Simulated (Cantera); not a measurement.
Gas mixture: N₂O = 0.17 (molar parts), at 1.70 bar, frozen composition.

Cantera's kinetic-theory transport with the Lennard-Jones parameters of GRI-Mech 3.0, ideal gas; thermal conductivity in the multicomponent form. The composition is frozen, though it would react at the higher temperatures.

One state of this run: ρ (kg/m³) = 1.50; cp (J/kg/K) = 1101; μ (µPa s) = 27.3; λ (mW/m/K) = 40.4; Pr = 0.744; D (cm²/s) N₂ = 0.320; D (cm²/s) O = 0.507; D (cm²/s) NH₃ = 0.365. D: mixture-averaged diffusion coefficient of that species in the mixture.

### Question
Which value of T (K) does it belong to?
A) 1000
B) 600
C) 1400
D) 400

### Answer
B, 600
